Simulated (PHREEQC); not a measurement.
Model water analysis in mg/L, 25 °C, pH 3.01, pe 8.7:

| constituent | mg/L |
|---|---|
| Na | 158 |
| K | 6.42 |
| Ca | 983 |
| Mg | 6.45 |
| Cl | 740 |
| S(6) as SO4 | 1800 |
| Pb | 2.22 |
| B | 0.14 |

Valence states are taken as typed.

The numbers come from PHREEQC with the ion-association model, phreeqc.dat.

Question: The ionic strength comes out as 0.0748 mol/kgw. What activity coefficients do Pb+2, HSO4-, NaSO4-, Mg+2, KSO4- get?

Answer: Pb+2 0.41, HSO4- 0.80, NaSO4- 0.81, Mg+2 0.44, KSO4- 0.81.

No solid was allowed to form. The solution is supersaturated, for example in Gypsum, so a real one may precipitate; this is no full list.
